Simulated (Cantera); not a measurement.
**(CH3)2SiCl2 + C3H8 + H2 (silicon carbide growth)**

A closed system holds: 1 mol (CH3)2SiCl2, 0.6 mol C3H8, 250 mol H2, at 72000 Pa.

Equilibrium computed with Cantera from the NASA thermochemical tables; the gas is ideal and each condensed phase is pure. Candidate condensed phases: C, C6H6, C7H8, C8H18, Si, SiC; 109 gas species. The feed counts by its element totals alone. The tables' values for SiCl are old estimates; treat these amounts as uncertain. Gases not in the tables: Si2H6 and higher silanes. Equilibrium is a limit: real reactors are often held back by kinetics, nucleation or transport.

```tsv
T (K)	x H2	x H	x HCl	x C2H2 (acetylene)	x CH4	n C(graphite)	n SiC(s)
1298	0.987	1.25e-6	0.00784	5.51e-7	0.00558	1.38	1.000
1398	0.989	5.55e-6	0.00782	2.42e-6	0.00308	2.01	1.000
1498	0.990	2.02e-5	0.00781	8.73e-6	0.00183	2.33	1.000
1598	0.991	6.24e-5	0.00780	2.67e-5	0.00116	2.49	0.999
1698	0.991	0.000170	0.00780	7.14e-5	0.000781	2.56	0.999
1798	0.991	0.000413	0.00779	0.000171	0.000548	2.57	0.999
1898	0.991	0.000917	0.00778	0.000373	0.000399	2.51	0.998
1998	0.989	0.00188	0.00777	0.000750	0.000301	2.34	0.995
2098	0.987	0.00360	0.00775	0.00141	0.000232	2.02	0.988
2198	0.983	0.00651	0.00771	0.00249	0.000184	1.49	0.966
2298	0.976	0.0112	0.00765	0.00418	0.000148	0.669	0.901
2398	0.967	0.0183	0.00756	0.00574	0.000111	0	0.698
2498	0.954	0.0287	0.00740	0.00659	7.91e-5	0	0.0548
2598	0.939	0.0435	0.00729	0.00666	5.43e-5	0	0
```
x: gas mole fraction; n: condensed amount in mol.

From 1298 K to 2298 K the condensed part is C(graphite) + SiC(s). From 2398 K to 2498 K the condensed part is SiC(s). At 2598 K nothing is condensed. The main Si-bearing gas is SiCl2 at 1298 K and Si at 2598 K.
